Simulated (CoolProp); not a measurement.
Vapour-liquid equilibrium of acetone (1) + benzene (2) at 1.7 MPa; x and y are mole fractions of (1).

The numbers come from the multi-fluid Helmholtz-energy mixture model, Lemmon 2006 and Thol 2012; pair parameters Bell 2016 in CoolProp.

Task: Give the bubble temperature and the first vapour's composition at x = 0.05, 0.35, 0.8. Is there an azeotrope?

Result: x = 0.05: 480.2 K, y = 0.086; x = 0.35: 464.0 K, y = 0.467; x = 0.8: 449.2 K, y = 0.851. No azeotrope shows between x = 0.05 and 0.95.

Pair parameters are fitted to limited data, so mixtures are less certain than the pure fluids.
